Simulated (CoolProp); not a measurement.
Values from CoolProp's reference Helmholtz-energy equation of state, Span 2003. It is a short technical equation, of lower accuracy than the large ones.

**Question.** Give the vapour pressure (bar), liquid density (kg/m³), vapour density (kg/m³), enthalpy of vaporisation (kJ/kg) of saturated n-heptane at 253.4, 261.3, 284.7 K.

**Answer.** 
```json
[
 {"T (K)": "253.4", "p (bar)": "0.00402", "liquid density (kg/m³)": "717", "vapour density (kg/m³)": "0.0191", "enthalpy of vaporisation (kJ/kg)": "393"},
 {"T (K)": "261.3", "p (bar)": "0.00704", "liquid density (kg/m³)": "710", "vapour density (kg/m³)": "0.0325", "enthalpy of vaporisation (kJ/kg)": "388"},
 {"T (K)": "284.7", "p (bar)": "0.0300", "liquid density (kg/m³)": "691", "vapour density (kg/m³)": "0.127", "enthalpy of vaporisation (kJ/kg)": "373"}
]
```
